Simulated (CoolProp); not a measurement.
Vapour pressure (MPa) of R113: the reference equation beside estimates from Tc = 214.1 °C, pc = 3.392 MPa, ω = 0.253. Clausius-Clapeyron is anchored at 92.95 °C with a constant enthalpy of vaporisation of 24.03 kJ/mol.

Values from CoolProp's reference Helmholtz-energy equation of state, Marx 1992.

| T (°C) | reference | Clausius-Clapeyron | van der Waals | Soave-Redlich-Kwong | Peng-Robinson |
|---|---|---|---|---|---|
| 92.95 | 0.3687 | 0.3687 | 0.9670 | 0.3702 | 0.3667 |
| 99.05 | 0.4270 | 0.4196 | 1.047 | 0.4293 | 0.4247 |
| 105.15 | 0.4919 | 0.4756 | 1.131 | 0.4951 | 0.4894 |
| 111.25 | 0.5640 | 0.5369 | 1.219 | 0.5683 | 0.5614 |
| 117.35 | 0.6436 | 0.6038 | 1.312 | 0.6493 | 0.6410 |
| 123.45 | 0.7314 | 0.6766 | 1.409 | 0.7385 | 0.7289 |
| 129.55 | 0.8277 | 0.7556 | 1.510 | 0.8366 | 0.8256 |
| 135.65 | 0.9331 | 0.8410 | 1.615 | 0.9439 | 0.9315 |
| 141.75 | 1.048 | 0.9332 | 1.726 | 1.061 | 1.047 |
| 147.85 | 1.173 | 1.032 | 1.840 | 1.189 | 1.174 |
| 153.95 | 1.309 | 1.139 | 1.960 | 1.327 | 1.311 |
| 160.05 | 1.457 | 1.252 | 2.083 | 1.477 | 1.460 |
| 166.15 | 1.616 | 1.374 | 2.212 | 1.639 | 1.621 |
| 172.35 | 1.791 | 1.506 | 2.348 | 1.816 | 1.798 |
| 178.45 | 1.977 | 1.644 | 2.486 | 2.004 | 1.986 |

Absolute difference from the reference over all 15 rows, mean and median: Clausius-Clapeyron 9.3 and 9.9 %, van der Waals 80.9 and 73.1 %, Soave-Redlich-Kwong 1.1 and 1.2 %, Peng-Robinson 0.3 and 0.3 %.
